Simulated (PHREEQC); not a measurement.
Solution A (0.0068 mol/kgw CdSO4, 0.014 mol/kgw NiCl2, 0.0013 mol/kgw Ca(NO3)2 and 0.0061 mol/kgw NaHSO4) is mixed with solution B (0.022 mol/kgw CuSO4 and 0.0007 mol/kgw KCl) at 25 °C; shares are by mass of water, 1 kg in all. Oxygen alone is held at its pressure in air (log pO2 = -0.68). CO2 from the air is kept out. Solids allowed: Gypsum, Portlandite, Cu(OH)2, Brochantite, Antlerite, Atacamite, Cu2(OH)3NO3, Cd(OH)2, CdOHCl, Ni(OH)2, Ni4(OH)6SO4, Halite, Mirabilite, Chalcanthite, Morenosite. Others were left out.

The series has 11 steps of share of solution B, from 0 to 1.

Equilibrium calculation in PHREEQC: ion-association model, wateq4f.dat.

Problem. Which solids form, in which order, and at which step of the series does each first stand?

Solution. Antlerite from share of solution B = 1 (pH 4.27).

Complexes and solids missing from the database can't appear.
